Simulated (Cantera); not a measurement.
# N2O furnace oxynitridation

An isothermal, constant-pressure homogeneous reactor starts with N2O : H2 : N2 = 1 : 0.0029 : 0.9 (molar parts), at 1500 K and 0.960 bar.

Detailed kinetics in Cantera: GRI-Mech 3.0 (53 species, 325 reactions). GRI-Mech 3.0 was tuned for natural gas; its chemistry of N2O as a main component is partial and can be far from experiment. The temperature is held fixed by assumption; the heat of reaction is taken as removed at once.

```csv
t (s),x N2O,x H2,x NO2,x NO,x O,x O2,x H
0.000600,0.504,0.000142,9.53e-5,0.00362,6.50e-5,0.00611,3.11e-7
0.00107,0.488,3.50e-5,0.000136,0.00643,6.51e-5,0.0108,1.44e-7
0.00191,0.462,4.04e-6,0.000168,0.0112,6.46e-5,0.0186,1.01e-7
0.00341,0.421,1.85e-7,0.000213,0.0189,6.31e-5,0.0313,9.89e-8
0.00609,0.357,8.88e-8,0.000275,0.0303,6.06e-5,0.0506,1.02e-7
0.0109,0.271,8.60e-8,0.000347,0.0453,5.61e-5,0.0771,1.02e-7
0.0194,0.173,8.12e-8,0.000419,0.0614,4.83e-5,0.108,9.38e-8
0.0346,0.0863,6.73e-8,0.000469,0.0736,3.55e-5,0.136,6.89e-8
0.0618,0.0306,4.11e-8,0.000481,0.0791,1.92e-5,0.155,3.15e-8
0.110,0.00670,1.66e-8,0.000452,0.0801,6.70e-6,0.164,7.59e-9
0.197,0.000600,6.94e-9,0.000392,0.0801,2.23e-6,0.167,1.87e-9
0.352,1.12e-5,5.75e-9,0.000374,0.0800,1.72e-6,0.167,1.38e-9
0.628,2.16e-6,5.73e-9,0.000374,0.0800,1.71e-6,0.167,1.37e-9
1.12,2.15e-6,5.73e-9,0.000373,0.0799,1.71e-6,0.167,1.37e-9
2.00,2.14e-6,5.73e-9,0.000373,0.0798,1.71e-6,0.167,1.37e-9
```
x: mole fraction; the columns are a selection and need not sum to one.

Equilibrium at this temperature and pressure: N2O 7.36e-8, H2 5.14e-9, NO2 6.35e-6, NO 0.00122, O 1.89e-6, O2 0.207, H 1.30e-9 (gas phase only).
